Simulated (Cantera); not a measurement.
**Thermodynamics of carbothermic reduction, feed TiO2 + C + CO + CH4**

Charge: 1 mol TiO2, 4.4 mol C, 0.72 mol CO, 2.5 mol CH4, at 2.00 bar.

Equilibrium computed with Cantera from the NASA thermochemical tables; the gas is ideal and each condensed phase is pure. Candidate condensed phases: C, C6H6, C7H8, C8H18, H2O, Ti, TiC, TiO, TiO2, Ti2O3, Ti3O5, Ti4O7; 113 gas species. Mutual solubility and eutectic melting of coexisting phases are not modelled. TiC: taken at fixed stoichiometry. Kinetics and transport are ignored.

At 1473 K the condensed part is C(graphite) + Ti3O5(s). At 1573 K the condensed part is C(graphite) + TiC(s) + Ti3O5(s). From 1673 K to 2673 K the condensed part is C(graphite) + TiC(s).

```csv
T (K),x H2,x CO,x H,x C2H2 (acetylene),x CH4,x H2O,x C4H2,n C(graphite),n Ti3O5(s),n TiC(s)
1473,0.821,0.174,8.11e-6,5.34e-6,0.00396,0.000599,1.32e-11,6.55,0.333,0
1573,0.667,0.331,2.35e-5,1.38e-5,0.00163,0.000459,1.10e-10,4.29,0.0504,0.849
1673,0.646,0.352,6.47e-5,3.68e-5,0.00101,0.000256,8.18e-10,3.89,0,1.00
1773,0.646,0.352,0.000162,9.05e-5,0.000705,0.000149,4.99e-9,3.89,0,1.00
1873,0.646,0.352,0.000367,0.000202,0.000510,9.18e-5,2.50e-8,3.89,0,1.00
1973,0.646,0.352,0.000767,0.000414,0.000381,5.95e-5,1.06e-7,3.89,0,1.00
2073,0.645,0.352,0.00149,0.000791,0.000293,4.03e-5,3.91e-7,3.89,0,1.00
2173,0.644,0.352,0.00274,0.00142,0.000231,2.82e-5,1.27e-6,3.88,0,1.00
2273,0.641,0.352,0.00476,0.00242,0.000186,2.04e-5,3.73e-6,3.86,0,1.00
2373,0.637,0.351,0.00788,0.00392,0.000151,1.52e-5,9.91e-6,3.84,0,1.000
2473,0.631,0.350,0.0125,0.00608,0.000125,1.15e-5,2.42e-5,3.80,0,1.000
2573,0.622,0.349,0.0192,0.00908,0.000104,8.86e-6,5.48e-5,3.75,0,1.000
2673,0.611,0.347,0.0283,0.0131,8.64e-5,6.92e-6,0.000116,3.69,0,1.000
```
x: gas mole fraction; n: condensed amount in mol.
